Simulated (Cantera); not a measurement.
An adiabatic, constant-volume homogeneous reactor starts with H2 : O2 : N2 = 1 : 0.417 : 2.7 (molar parts), equivalence ratio 1.2, at 1250 K and 7500 Torr.

Computed with Cantera and the H2/O2 subset of GRI-Mech 3.0, which has no nitrogen chemistry. The hydrogen kinetics of GRI-Mech 3.0 are dated; newer H2 mechanisms differ, most at raised pressure.

Problem. Predict: time of steepest temperature rise; temperature at 4.00 s; equilibrium temperature; x(H2) at 4.00 s; x(O2) at 4.00 s; x(H2O2) at 4.00 s; x(H2O) at 4.00 s; x(OH) at 4.00 s; x(H) at 4.00 s.

Solution. 
```
Item                                                                  Result
---------------------------------  -----------------------------------------
time of steepest temperature rise                                    14.7 µs
temperature at 4.00 s                                                 2894 K
equilibrium temperature                                               2894 K
x(H2) at 4.00 s                        0.0479 (gas-phase equilibrium 0.0479)
x(O2) at 4.00 s                    0.000924 (gas-phase equilibrium 0.000924)
x(H2O2) at 4.00 s                    4.37e-7 (gas-phase equilibrium 4.37e-7)
x(H2O) at 4.00 s                         0.214 (gas-phase equilibrium 0.214)
x(OH) at 4.00 s                      0.00738 (gas-phase equilibrium 0.00738)
x(H) at 4.00 s                       0.00542 (gas-phase equilibrium 0.00542)
```
